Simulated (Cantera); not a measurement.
**Fluorocarbon and chlorocarbon gases: CCl4 + CH4**

A closed system holds: 1 mol CCl4, 0.072 mol CH4, at 10.0 mbar.

Cantera equilibrium calculation (NASA polynomials, part measured and part estimated; ideal gas, pure solids and liquids). Candidate condensed phases: C, C6H6, C7H8, C8H18; 103 gas species. Ions and electrons are included (thermal ionisation). The tables' values for CCl are old estimates; treat these amounts as uncertain. Equilibrium is a limit: real reactors are often held back by kinetics, nucleation or transport.

At 3000 K the condensed part is C(graphite). From 3500 K to 5000 K nothing is condensed. The main C-bearing gas is C3 at 3000 K and C at 5000 K.

```tsv
T (K)	log p Cl	log p C	log p H	log p C3	log p HCl	log p C2	n C(graphite)
3000	-2.05	-4.30	-3.38	-3.51	-3.66	-4.50	0.595
3500	-2.09	-3.16	-3.25	-3.43	-4.70	-3.75	0
4000	-2.12	-2.75	-3.27	-4.70	-5.61	-4.07	0
4500	-2.13	-2.70	-3.27	-6.52	-6.28	-4.87	0
5000	-2.13	-2.70	-3.27	-8.07	-6.82	-5.58	0
```
log p: log10 of the partial pressure in bar; n: condensed amount in mol.
